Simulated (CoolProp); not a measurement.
Computed with CoolProp (reference Helmholtz-energy equation of state, Wagner 2002).

Problem. Give the vapour pressure (kPa), enthalpy of vaporisation (kJ/kg), liquid cp (kJ/(kg K)), vapour Z of saturated water at 533.8 K.

Solution. 
```csv
T (K),p (kPa),enthalpy of vaporisation (kJ/kg),liquid cp (kJ/(kg K)),vapour Z
533.8,4740,1660,4.99,0.803
```
